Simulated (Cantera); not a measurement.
**Hydrocarbon pyrolysis for carbon deposition**

An isothermal, constant-pressure homogeneous reactor starts with CH4 : H2 : H2O = 1 : 21 : 0.11 (molar parts), at 1848 K and 0.987 atm.

Model: GRI-Mech 3.0 (53 species, 325 reactions), integrated in Cantera. GRI-Mech 3.0 stops at C3 and has no aromatics, soot or wall deposition, so with more carbon than oxygen in the feed, carbon stays in small species such as C2H2 where larger ones or solid carbon would form.

| t (s) | x CH4 | x H2 | x C2H6 | x C2H4 | x C2H2 |
|---|---|---|---|---|---|
| 9.00e-5 | 0.0447 | 0.949 | 8.18e-6 | 2.64e-5 | 4.97e-6 |
| 0.000232 | 0.0443 | 0.950 | 1.19e-5 | 0.000106 | 0.000101 |
| 0.000598 | 0.0433 | 0.950 | 1.15e-5 | 0.000140 | 0.000561 |
| 0.00154 | 0.0408 | 0.951 | 1.03e-5 | 0.000145 | 0.00173 |
| 0.00397 | 0.0357 | 0.954 | 7.93e-6 | 0.000157 | 0.00421 |
| 0.0102 | 0.0269 | 0.959 | 4.60e-6 | 0.000186 | 0.00841 |
| 0.0264 | 0.0167 | 0.964 | 1.85e-6 | 0.000234 | 0.0133 |
| 0.0680 | 0.00909 | 0.968 | 6.36e-7 | 0.000278 | 0.0168 |
| 0.175 | 0.00593 | 0.970 | 3.40e-7 | 0.000295 | 0.0181 |
| 0.452 | 0.00540 | 0.971 | 2.99e-7 | 0.000290 | 0.0178 |
| 1.16 | 0.00520 | 0.972 | 2.81e-7 | 0.000279 | 0.0171 |
| 3.00 | 0.00505 | 0.973 | 2.67e-7 | 0.000271 | 0.0165 |
x: mole fraction; the columns are a selection and need not sum to one.

Equilibrium at this temperature and pressure: CH4 0.00502, H2 0.973, C2H6 2.65e-7, C2H4 0.000269, C2H2 0.0165 (gas phase only).
